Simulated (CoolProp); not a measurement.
A Linde-Hampson liquefier for nitrogen: isothermal reversible compression at 200 K from 1 atm to 40 MPa, throttling to 1 atm, return gas leaving the recuperator 2 K below the feed. Each further row changes one setting.

Computed with CoolProp (reference Helmholtz-energy equation of state, Span 2000).

```tsv
case	liquid yield per pass	compression work (kJ/kg of gas)
as stated	0.252	340
high pressure 80 MPa	0.185	406
warm-end temperature 230 K	0.185	403
warm-end gap 7 K	0.240	340
```
